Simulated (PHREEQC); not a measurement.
PHREEQC input (ion-association model, phreeqc.dat):

```
SOLUTION 0
  temp 40
  units mmol/kgw
  pH 7 charge
  Cl 2.61
  Mg 1.3
  O(0) 1 O2(g) -0.68
SOLUTION 1-40
  temp 40
  units mmol/kgw
  pH 7 charge
  Cl 0.33
  Pb 0.16
  O(0) 1 O2(g) -0.68
END
EXCHANGE 1-40
  X 0.0018
  -equilibrate 1
END
SELECTED_OUTPUT 1
  -reset false
  -pH true
  -pe true
  -ionic_strength true
  -water true
  -step true
  -totals Cl Mg Pb
  -molalities PbX2 MgX2
  -saturation_indices Pb(OH)2
PRINT
  -reset false
TRANSPORT
  -cells 40
  -shifts 160
  -lengths 0.005
  -time_step 300
  -dispersivities 0.016
  -boundary_conditions flux flux
  -correct_disp true
  -punch_cells 40
  -punch_frequency 5
END
```

Selected output (columns that matter, 23 of 33 rows; pore volumes added in front):

```
pore volumes	pH	mu	Cl	Mg	Pb	m_PbX2	m_MgX2	si_Pb(OH)2
0	4.9985	0.00048446	0.00033	0	0.00016	0.0009	0	-1.5104
0.1375	4.9985	0.00048446	0.00033	0	0.00016	0.0009	0	-1.5104
0.3875	4.9981	0.00051413	0.00035023	1.147e-10	0.00017011	0.0009	2.5325e-10	-1.4863
0.5125	4.9959	0.00067416	0.00045971	1.1099e-07	0.00022475	0.00089981	1.8638e-07	-1.3785
0.7625	4.9866	0.0014806	0.0010192	3.6292e-05	0.00046829	0.00087101	2.8991e-05	-1.1126
0.8875	4.9843	0.0019691	0.0013601	0.00011196	0.00056311	0.00082832	7.1679e-05	-1.0542
1.1375	4.9864	0.0027893	0.0019263	0.00035037	0.00060779	0.00071644	0.00018356	-1.0415
1.2625	4.9894	0.003084	0.002125	0.00047734	0.00058015	0.00065774	0.00024226	-1.0637
1.5125	4.9964	0.0034719	0.0023784	0.00069775	0.00048645	0.00054613	0.00035387	-1.1363
1.6375	4.9998	0.0035911	0.0024529	0.00078637	0.00043507	0.00049486	0.00040514	-1.181
1.8875	5.0058	0.0037371	0.0025394	0.00092457	0.00034015	0.00040265	0.00049735	-1.2793
2.0125	5.0084	0.0037803	0.0025631	0.00097772	0.00029885	0.00036172	0.00053828	-1.3314
2.1375	5.0107	0.0038111	0.002579	0.0010226	0.00026194	0.00032411	0.00057589	-1.3848
2.3875	5.0146	0.0038495	0.0025966	0.0010929	0.00020037	0.00025829	0.00064171	-1.4944
2.5125	5.0162	0.0038615	0.0026012	0.0011206	0.000175	0.00022973	0.00067027	-1.5503
2.7625	5.0188	0.0038774	0.0026062	0.0011649	0.00013318	0.00018048	0.00071952	-1.6639
2.8875	5.0199	0.0038828	0.0026075	0.0011827	0.00011605	0.00015943	0.00074057	-1.7216
3.1375	5.0217	0.0038906	0.002609	0.0012115	8.7929e-05	0.0001236	0.0007764	-1.8388
3.2625	5.0224	0.0038935	0.0026093	0.0012232	7.6443e-05	0.0001085	0.0007915	-1.8981
3.5125	5.0236	0.0038979	0.0026097	0.0012422	5.763e-05	8.312e-05	0.00081688	-2.0185
3.6375	5.0241	0.0038996	0.0026098	0.0012499	4.9973e-05	7.2556e-05	0.00082744	-2.0794
3.8875	5.0249	0.0039023	0.0026099	0.0012625	3.7476e-05	5.501e-05	0.00084499	-2.2029
4.0125	5.0253	0.0039033	0.0026099	0.0012676	3.2411e-05	4.7789e-05	0.00085221	-2.2653
```

Complexes and solids missing from the database can't appear. Away from 25 °C the constants follow the database's enthalpies or fits; those with neither stay at their 25 °C values.
